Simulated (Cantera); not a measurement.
An isothermal, constant-pressure homogeneous reactor starts with CH₄ : H₂ = 0.043 : 0.13 (molar parts), at 2450 K and 165 Torr.

Detailed kinetics in Cantera: GRI-Mech 3.0 (53 species, 325 reactions). GRI-Mech 3.0 stops at C3 and has no aromatics, soot or wall deposition, so with more carbon than oxygen in the feed, carbon stays in small species such as C2H2 where larger ones or solid carbon would form.

x: mole fraction; the columns are a selection and need not sum to one.

```tsv
t (s)	x CH₄	x H₂	x CH₃	x C₂H₆	x C₂H	x C₂H₂
4.00e-5	0.0952	0.811	0.0317	(withheld)	5.10e-5	0.0415
9.19e-5	0.0398	0.851	0.0151	(withheld)	0.000103	0.0745
0.000211	0.0119	0.869	0.00539	(withheld)	0.000147	0.0908
0.000486	0.00263	0.872	0.00149	(withheld)	0.000194	0.0962
0.00112	0.000563	0.868	0.000393	(withheld)	0.000241	0.0972
0.00257	0.000163	0.864	0.000131	8.63e-10	0.000277	0.0972
0.00590	9.80e-5	0.862	8.21e-5	3.45e-10	0.000289	0.0971
0.0136	9.46e-5	0.862	7.95e-5	3.24e-10	0.000290	0.0971
0.0312	9.46e-5	0.862	7.95e-5	3.24e-10	0.000290	0.0971
0.0716	9.46e-5	0.862	7.95e-5	3.24e-10	0.000290	0.0971
0.165	9.46e-5	0.862	7.95e-5	3.24e-10	0.000290	0.0971
0.379	9.46e-5	0.862	7.95e-5	3.24e-10	0.000290	0.0971
0.870	9.46e-5	0.862	7.95e-5	3.24e-10	0.000290	0.0971
2.00	9.46e-5	0.862	7.95e-5	3.24e-10	0.000290	0.0971
```

### Question
Complete the blanks.

### Answer

- 4.00e-5, x C₂H₆: 0.000124
- 9.19e-5, x C₂H₆: 2.51e-5
- 0.000211, x C₂H₆: 2.67e-6
- 0.000486, x C₂H₆: 1.61e-7
- 0.00112, x C₂H₆: 8.83e-9
